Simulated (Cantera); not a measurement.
A freely propagating, adiabatic, planar premixed flame of CH₄ : C₂H₆ : O₂ : N₂ = 1 : 0.097 : 3.16 : 8.85 (molar parts), unburnt at 400 K and 1.40 bar; mixture-averaged transport, grid criteria slope 0.08 and curve 0.16, no radiation.

Computed with Cantera and GRI-Mech 3.0 (53 species, 325 reactions). Burning velocities carry a grid error of a few per cent, more on coarse grids.

What does this change do: 0.42 parts H2 added?


```json
[
 {"quantity": "laminar burning velocity", "before": "66.3 cm/s", "after": "88.9 cm/s"},
 {"quantity": "thermal thickness", "before": "0.254 mm", "after": "0.216 mm"},
 {"quantity": "peak x(CH₂)", "before": "3.19e-5", "after": "4.32e-5"}
]
```

What does this change do: CH4 1 to 0.75 parts?


| quantity | before | after |
|---|---|---|
| laminar burning velocity | 66.3 cm/s | 39.6 cm/s |
| thermal thickness | 0.254 mm | 0.353 mm |
| peak x(CH₂) | 3.19e-5 | 9.83e-6 |
